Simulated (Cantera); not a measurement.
**toluene + H₂ (carbon deposition, reforming and gasification)**

A closed system holds: 1 mol toluene, 8.9 mol H₂, equilibrated at 550 K and 1.33 mbar.

Equilibrium computed with Cantera from the NASA thermochemical tables; the gas is ideal and each condensed phase is pure. Candidate condensed phases: C, C₆H₆, C₇H₈, C₈H₁₈; 76 gas species. The numbers say what is thermodynamically allowed, not how fast it happens.

```
Property           Result
--------------  ---------
x(H₂)               0.713
x(CH₄)              0.287
n(C(graphite))   4.12 mol
gas amount      10.02 mol
```
